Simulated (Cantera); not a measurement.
An adiabatic, constant-pressure homogeneous reactor starts with 7.59 % CO, 10.6 % H2, 17.2 % O2, 64.6 % N2, equivalence ratio 0.53, at 1300 K and 1.40 bar.

Cantera simulation using GRI-Mech 3.0 (53 species, 325 reactions); the numbers are that mechanism's predictions, not measurements.

### Question
Predict: time of steepest temperature rise; temperature at 0.700 s; equilibrium temperature; x(CO) at 0.700 s; x(H2) at 0.700 s; x(O2) at 0.700 s; x(H2O) at 0.700 s; x(NO2) at 0.700 s; x(NO) at 0.700 s; x(CO2) at 0.700 s.

### Answer
| Item | Result |
|---|---|
| time of steepest temperature rise | 25.4 µs |
| temperature at 0.700 s | 2472 K |
| equilibrium temperature | 2472 K |
| x(CO) at 0.700 s | 0.00713 (gas-phase equilibrium 0.00713) |
| x(H2) at 0.700 s | 0.00168 (gas-phase equilibrium 0.00168) |
| x(O2) at 0.700 s | 0.0818 (gas-phase equilibrium 0.0818) |
| x(H2O) at 0.700 s | 0.109 (gas-phase equilibrium 0.109) |
| x(NO2) at 0.700 s | 8.71e-6 (gas-phase equilibrium 8.71e-6) |
| x(NO) at 0.700 s | 0.0129 (gas-phase equilibrium 0.0129) |
| x(CO2) at 0.700 s | 0.0757 (gas-phase equilibrium 0.0757) |
